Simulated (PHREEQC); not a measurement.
Model water analysis in mg/kgw, 25 °C, pH 6.4, pe 12.9:

```csv
constituent,mg/kgw
Na,0.887
K,1.41
Ca,2.94
Mg,1.06
Cl,7.5
S(6) as SO4,1.93
Alkalinity as HCO3,3.77
O(0) (dissolved oxygen),0.0293
Si as SiO2,0.0594
Br,0.0553
```

Cl is adjusted to close the charge balance.
Valence states are taken as typed.

Computed with PHREEQC (ion-association model, phreeqc.dat).

Each row changes one thing in this solution. Precipitation was switched off in this run.

| case | HCO3- (mol/kgw) | CO2 (mol/kgw) | CaSO4 (mol/kgw) | MgSO4 (mol/kgw) | CaHCO3+ (mol/kgw) | MgHCO3+ (mol/kgw) | SI of Quartz (SiO2) |
|---|---|---|---|---|---|---|---|
| as made | 6.21e-5 | 5.42e-5 | 2.12e-7 | 1.66e-7 | 5.26e-8 | 2.87e-8 | -2.02 |
| O(0) from 0.0293 to 0.0146 mg/kgw | 6.21e-5 | 5.42e-5 | 2.12e-7 | 1.66e-7 | 5.26e-8 | 2.87e-8 | -2.02 |
| temperature from 25 to 40 °C at the same typed pH | 6.20e-5 | 4.78e-5 | 2.33e-7 | 2.37e-7 | 6.20e-8 | 3.11e-8 | -2.24 |
| all concentrations times 3 at the same typed pH | 0.000185 | 0.000159 | 1.61e-6 | 1.26e-6 | 4.38e-7 | 2.39e-7 | -1.55 |
| pH from 6.4 to 5.5 at the same alkalinity | 6.49e-5 | 0.000451 | 2.11e-7 | 1.65e-7 | 5.50e-8 | 3.00e-8 | -2.02 |

Complexes and solids missing from the database can't appear. At this temperature some constants are extrapolated from 25 °C, and those without enthalpy data are left unchanged.
